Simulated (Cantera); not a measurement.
A Cantera script and what it prints.

```python
import numpy as np
import cantera as ct

gas_names = [...]  # 136 gases of nasa_gas.yaml made of C, H, N, O
cond_names = """
    C(gr) C6H6(L) C7H8(L) C8H18(L),n-octa H2O(s) H2O(L)
""".split()


# ... load() reads the species with a 1 bar reference pressure and builds the phases ...
atoms = {
    'C2H5OH': {'C': 2, 'H': 6, 'O': 1},
    'O2': {'O': 2},
    'N2': {'N': 2},
}
top_T = {'C(gr)': 4500}  # K; cautious upper limits of use, not melting points


# ... equilibrate(T, P, feed) seeds the gas with the atoms and calls Mixture.equilibrate('TP', solver="vcs", rtol=1e-11, max_steps=5000) ...
results = []
feed = {'C2H5OH': 1, 'O2': 0.055, 'N2': 27}  # mol
P = 22  # Pa
for T in [525, 725, 925, 1125, 1325, 1525, 1725, 1925, 2125, 2325, 2525, 2725]:
    mix = equilibrate(T, P, feed)
    results.append((T, P, feed, dict(zip(mix.species_names, mix.species_moles))))

top = {s: max(r[3][s] / sum(r[3][g] for g in gas_names) for r in results) for s in gas_names}
cols = sorted((s for s in top if top[s] > 1e-05), key=lambda s: -top[s])[:8]
seen = [c for c in cond_names if any(r[3].get(c, 0) > 1e-12 for r in results)]
print("log10 of partial pressures in bar; condensed amounts in mol")
print(f"{'T/K':>10s}" + "".join(f"{s[:9]:>10s}" for s in cols + seen))
for T, P, feed, n in results:
    ng = sum(n[g] for g in gas_names)
    print(f"{T:10.4g}" + "".join(f"{np.log10(max(n[s] / ng * P / 1e5, 1e-99)):10.3f}" for s in cols)
          + "".join(f"{n.get(c, 0):10.4g}" for c in seen))
```

Output:

```
log10 of partial pressures in bar; condensed amounts in mol
       T/K        N2         H        H2        CO       H2O        CN       CO2       HCN     C(gr)
       525    -3.708   -21.437    -4.741    -6.765    -5.526   -40.350    -5.610   -15.844     1.593
       725    -3.719   -15.367    -4.674    -5.116    -7.506   -28.256    -7.072   -12.129    0.9061
       925    -3.719   -11.921    -4.673    -5.105    -9.606   -21.397    -9.732   -10.046      0.89
      1125    -3.719    -9.689    -4.673    -5.105   -10.970   -16.985   -11.443    -8.709    0.8897
      1325    -3.719    -8.123    -4.674    -5.105   -11.922   -13.912   -12.624    -7.780    0.8876
      1525    -3.719    -6.964    -4.675    -5.105   -12.623   -11.651   -13.483    -7.098    0.8784
      1725    -3.720    -6.074    -4.686    -5.106   -13.168    -9.919   -14.135    -6.581     0.851
      1925    -3.724    -5.385    -4.730    -5.109   -13.636    -8.552   -14.649    -6.192    0.7908
      2125    -3.734    -4.878    -4.876    -5.118   -14.128    -7.449   -15.072    -5.935    0.6964
      2325    -3.749    -4.576    -5.235    -5.133   -14.778    -6.541   -15.430    -5.846    0.5853
      2525    -3.762    -4.464    -5.824    -5.144   -15.609    -5.779   -15.727    -5.916  0.002906
      2725    -3.768    -4.430    -6.449    -5.150   -15.968    -5.592   -15.501    -6.500         0
```

Method: chemical equilibrium by Gibbs-energy minimisation in Cantera with the NASA 1993 tables (ideal gas, pure condensed phases).
